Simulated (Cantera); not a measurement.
An adiabatic, constant-volume homogeneous reactor starts with 24.5 % CO, 2.94 % H2, 7.24 % O2, 54.2 % N2, 11.0 % CO2, at 1373 K and 4.93 atm.

Cantera simulation using GRI-Mech 3.0 (53 species, 325 reactions); the numbers are that mechanism's predictions, not measurements. The hydrogen kinetics of GRI-Mech 3.0 are dated; newer H2 mechanisms differ, most at raised pressure.

One state of this run: T (K) = 2565; P (bar) = 8.69; x CO = 0.141; x H2 = 0.00258; x O2 = 0.000902; x H2O = 0.0281; x NO = 0.00145; x H2O2 = 2.01e-8. x: mole fraction; the columns are a selection and need not sum to one.

Task: Which value of t (s) does it belong to?
A) 4.00e-6
B) 9.70e-5
C) 0.165
D) 1.16e-5

Result: C, 0.165
